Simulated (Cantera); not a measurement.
## Adiabatic ignition

An adiabatic, constant-volume homogeneous reactor starts with C₃H₈ : O₂ : N₂ : H₂O = 1 : 6.1 : 51.8 : 3.6 (molar parts), at 1450 K and 0.651 atm.

Computed with Cantera and GRI-Mech 3.0 (53 species, 325 reactions). GRI-Mech 3.0 was tuned for natural gas; its chemistry of propane as a main component is partial and can be far from experiment.

```tsv
t (s)	T (K)	P (bar)	x C₃H₈	x O₂	x H₂O	x CH₂	x N₂O	x CH₂O
4.00e-6	1449	0.660	0.0159	0.0976	0.0576	5.23e-9	3.43e-12	4.20e-7
1.08e-5	1447	0.659	0.0157	0.0975	0.0576	4.28e-8	3.05e-11	8.27e-6
2.92e-5	1444	0.658	0.0149	0.0972	0.0578	2.16e-7	1.51e-10	9.72e-5
7.87e-5	1442	0.659	0.0125	0.0962	0.0584	4.33e-7	4.57e-10	0.000448
0.000213	1508	0.701	0.00243	0.0848	0.0663	6.76e-6	4.19e-9	0.00167
0.000574	2247	1.06	<1e-12	0.0233	0.105	<1e-12	1.99e-7	2.68e-11
0.00155	2381	1.11	<1e-12	0.0199	0.112	<1e-12	2.96e-7	8.76e-12
0.00418	2396	1.12	<1e-12	0.0193	0.113	<1e-12	3.05e-7	7.11e-12
0.0113	2394	1.11	<1e-12	0.0188	0.113	<1e-12	3.05e-7	7.10e-12
0.0305	2390	1.11	<1e-12	0.0180	0.113	<1e-12	3.09e-7	7.11e-12
0.0823	2386	1.11	<1e-12	0.0172	0.113	<1e-12	3.18e-7	7.12e-12
0.222	2385	1.11	<1e-12	0.0171	0.113	<1e-12	3.19e-7	7.12e-12
0.600	2385	1.11	<1e-12	0.0171	0.113	<1e-12	3.19e-7	7.12e-12
```
x: mole fraction; the columns are a selection and need not sum to one.

- time of steepest temperature rise = 0.245 ms
- temperature at 0.600 s = 2385 K
- equilibrium temperature = 2385 K
- x(C₃H₈) at 0.600 s = <1e-12 (gas-phase equilibrium <1e-12)
- x(O₂) at 0.600 s = 0.0171 (gas-phase equilibrium 0.0171)
- x(H₂O) at 0.600 s = 0.113 (gas-phase equilibrium 0.113)
